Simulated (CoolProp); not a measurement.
Vapour-liquid equilibrium of ethylene (1) + n-butane (2) at 234.6 K; x and y are mole fractions of (1).

Values from CoolProp's multi-fluid Helmholtz-energy mixture model, Smukala 2000 and Bücker 2006; pair parameters Bell 2016.

**Question.** Give the bubble pressure and the first vapour's composition at x = 0.05, 0.25, 0.75. Is there an azeotrope?

**Answer.** x = 0.05: 107.9 kPa, y = 0.833; x = 0.25: 363.7 kPa, y = 0.954; x = 0.75: 1053 kPa, y = 0.992. No azeotrope shows between x = 0.05 and 0.95.

The pair parameters rest on a limited set of measurements; away from them the model extrapolates. The gap from Raoult's law changes sign with composition, which may be real or a fault of the pair parameters; it wasn't checked against measurements.
